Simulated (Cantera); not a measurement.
Cantera run:

```python
import numpy as np
import cantera as ct

gas_names = """
    AL ALH ALN AL2 H H2 N NH NH2 NH3 N2 N2H2 N2H4
""".split()
cond_names = """
    AL(cr) AL(L) ALN(s)
""".split()


def load(file, names, dense=False):
    # The tables refer to 1 bar. Condensed volumes are neglected.
    table = {s.name: s for s in ct.Species.list_from_file(file)}
    out = []
    for n in names:
        d = dict(table[n].input_data)
        d["thermo"] = dict(d["thermo"], **{"reference-pressure": 1e5})
        if dense:
            d["equation-of-state"] = {"model": "constant-volume", "density": "1e6 g/cm^3"}
        out.append(ct.Species.from_dict(d))
    return out


gas = ct.Solution(thermo="ideal-gas", species=load("nasa_gas.yaml", gas_names))
cond = {s.name: ct.Solution(thermo="fixed-stoichiometry", species=[s], name=s.name)
        for s in load("nasa_condensed.yaml", cond_names, dense=True)}
atoms = {
    'AlN': {'AL': 1, 'N': 1},
    'H2': {'H': 2},
}
top_T = {'ALN(s)': 2750}  # K; cautious upper limits of use, not melting points


def equilibrate(T, P, feed):
    n = {}
    for name, mol in feed.items():
        for a, k in atoms[name].items():
            n[a] = n.get(a, 0.0) + k * mol
    gas.TPX = T, P, n
    mass = sum(n.values()) * gas.mean_molecular_weight
    gas.equilibrate("TP")
    valid = [c for c in cond.values() if c.min_temp <= T <= top_T.get(c.name, c.max_temp)]
    mix = ct.Mixture([(gas, mass / gas.mean_molecular_weight)] + [(c, 0.0) for c in valid])
    mix.T, mix.P = T, P
    mix.equilibrate("TP", solver="vcs", rtol=1e-11, max_steps=5000)
    return mix


results = []
feed = {'AlN': 1, 'H2': 56}  # mol
P = 133.322  # Pa
for T in [1448, 1498, 1548, 1598, 1648, 1698, 1748, 1798]:
    mix = equilibrate(T, P, feed)
    results.append((T, P, feed, dict(zip(mix.species_names, mix.species_moles))))
    x = sorted(zip(gas.X, gas.species_names), reverse=True)
    print(f"T = {T:g} K  P = {P:g} Pa  gas = {mix.phase_moles(0):.4g} mol")
    print("   x: " + "  ".join(f"{s} {v:.3e}" for v, s in x if v > 0.001))
    print("   condensed (mol): " + ("  ".join(f"{mix.phase(i).name} {mix.phase_moles(i):.4g}"
          for i in range(1, mix.n_phases) if mix.phase_moles(i) > 1e-12) or "none"))
```

It prints:

```
T = 1448 K  P = 133.322 Pa  gas = 56.01 mol
   x: H2 9.997e-01
   condensed (mol): ALN(s) 0.9975
T = 1498 K  P = 133.322 Pa  gas = 56.03 mol
   x: H2 9.993e-01
   condensed (mol): ALN(s) 0.9919
T = 1548 K  P = 133.322 Pa  gas = 56.06 mol
   x: H2 9.985e-01
   condensed (mol): ALN(s) 0.9756
T = 1598 K  P = 133.322 Pa  gas = 56.14 mol
   x: H2 9.967e-01  H 1.455e-03  AL 1.178e-03
   condensed (mol): ALN(s) 0.9318
T = 1648 K  P = 133.322 Pa  gas = 56.34 mol
   x: H2 9.928e-01  AL 3.105e-03  H 2.430e-03  N2 1.593e-03
   condensed (mol): ALN(s) 0.8205
T = 1698 K  P = 133.322 Pa  gas = 56.78 mol
   x: H2 9.842e-01  AL 7.720e-03  N2 3.945e-03  H 3.929e-03
   condensed (mol): ALN(s) 0.552
T = 1748 K  P = 133.322 Pa  gas = 57.67 mol
   x: H2 9.678e-01  AL 1.702e-02  N2 8.670e-03  H 6.156e-03
   condensed (mol): none
T = 1798 K  P = 133.322 Pa  gas = 57.77 mol
   x: H2 9.646e-01  AL 1.703e-02  H 9.470e-03  N2 8.656e-03
   condensed (mol): none
```

Method: chemical equilibrium by Gibbs-energy minimisation in Cantera with the NASA 1993 tables (ideal gas, pure condensed phases).
